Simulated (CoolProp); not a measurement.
A simple Rankine cycle with propyne: condensing at 290.15 K, boiler at 2.81 MPa, turbine inlet 379.1 K, turbine efficiency 0.6, pump efficiency 0.7, no recuperator. Each further row changes one setting.

Computed with CoolProp (reference Helmholtz-energy equation of state, Polt 1992). This equation is an older, rougher fit; its heat capacities, sound speeds and derivatives of the liquid may be far off and weren't checked against measurements.

| case | thermal efficiency (%) | net work (kJ/kg) | heat in (kJ/kg) | turbine exit temperature (K) | volume ratio over the turbine |
|---|---|---|---|---|---|
| as stated | 10.0 | 56.1 | 563 | 308.1 | 6.24 |
| turbine inlet 399.1 K | 10.3 | 63.2 | 613 | 332.8 | 6.06 |
| condensing temperature 282.15 K | 11.0 | 63.9 | 581 | 301.0 | 7.94 |
| boiler pressure 1.97 MPa | 8.7 | 51.3 | 592 | 327.9 | 4.20 |
| turbine efficiency 0.5 | 8.1 | 45.8 | 563 | 314.0 | 6.40 |
